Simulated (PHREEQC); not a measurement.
0.047 g of hydrous ferric oxide (600 m²/g; 0.2 weak and 0.005 strong sites per Fe, Dzombak-Morel constants, diffuse double layer) in 1 kg of water with 0.05 mol/kgw of an inert sodium salt and 9.9e-07 mol NiCl2 and 2e-07 mol Na2SO4, at 25 °C; the pH is set by adding NaOH or the inert anion's acid. O2 is buffered at 0.21 atm. CO2 from the air is kept out. Nothing may precipitate in this run.

Base run: PHREEQC, ion-association model, wateq4f.dat. Each further column changes one thing. The table gives Ni sorbed (%).

| pH | base | no electrostatic term (-no_edl) | background salt from 0.05 to 0.005 mol/kgw | oxide from 0.047 to 0.23 g/kgw |
|---|---|---|---|---|
| 4 | 0.0 | 0.0 | 0.0 | 0.0 |
| 5.33 | 0.3 | 0.7 | 0.3 | 1.4 |
| 6.67 | 36.2 | 67.5 | 39.9 | 75.1 |
| 8 | 99.2 | 99.3 | 99.5 | 99.9 |
| 9.33 | 100.0 | 99.9 | 100.0 | 100.0 |
| 10.67 | 100.0 | 91.6 | 100.0 | 100.0 |
| 12 | 99.6 | 0.4 | 99.9 | 99.9 |

 In at least one series the solution becomes supersaturated in solids that the run did not let form, among them Ni(OH)2.
